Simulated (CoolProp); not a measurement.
A closed Brayton cycle with dry air: compressor inlet 319.15 K and 6.6 MPa, high pressure 21.8 MPa, turbine inlet 985 K, compressor efficiency 0.8, turbine efficiency 0.9, recuperator effectiveness 0.8 (on enthalpy, no pinch check). Each further row changes one setting.

Computed with CoolProp (reference Helmholtz-energy equation of state, Lemmon 2000). It is a pseudo-pure fit of the blend.

| case | thermal efficiency (%) | net work (kJ/kg) | compressor to turbine work | compressor exit (K) | turbine exit (K) |
|---|---|---|---|---|---|
| as stated | 30.8 | 103 | 0.62 | 482.3 | 749.7 |
| turbine inlet 935 K | 28.6 | 89.4 | 0.66 | 482.3 | 709.7 |
| compressor inlet 329.15 K | 29.5 | 97.7 | 0.64 | 497.1 | 749.7 |
| high pressure 18.5 MPa | 31.1 | 97.6 | 0.59 | 456.5 | 778.4 |
| recuperator effectiveness 0.5 | 24.5 | 103 | 0.62 | 482.3 | 749.7 |
